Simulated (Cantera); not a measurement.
**Ignition delay**

Mixture: CH4 : CO : O2 : N2 = 1 : 0.076 : 2.15 : 8.07 (molar parts), at 2.07 atm, adiabatic and at constant pressure. Ignition delay is the time to a rise of 400 K.

Model: GRI-Mech 3.0 (53 species, 325 reactions), integrated in Cantera.

```csv
T0 (K),delay (ms)
1275,8.89
1325,4.73
1375,2.59
1425,1.46
1475,0.854
1525,0.514
1575,0.321
1625,0.207
```

```
Property                                                Result
--------------------------------------------------  ----------
apparent activation energy between 1525 and 1625 K  190 kJ/mol
```
